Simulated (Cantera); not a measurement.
Mixture: CH4 : CO : O2 : N2 = 1 : 0.27 : 1.85 : 6.94 (molar parts), equivalence ratio 1.2, at 180000 Pa, adiabatic and at constant pressure. Ignition delay is the time to a rise of 400 K.

Cantera simulation using GRI-Mech 3.0 (53 species, 325 reactions); the numbers are that mechanism's predictions, not measurements.

### Question
Predict: delay at 1000 K; delay at 1100 K; delay at 1200 K; delay at 1300 K; delay at 1400 K; apparent activation energy between 1300 and 1400 K.

### Answer
| Property | Value |
|---|---|
| delay at 1000 K | 1.01 s |
| delay at 1100 K | 0.173 s |
| delay at 1200 K | 36.3 ms |
| delay at 1300 K | 9.00 ms |
| delay at 1400 K | 2.56 ms |
| apparent activation energy between 1300 and 1400 K | 190 kJ/mol |
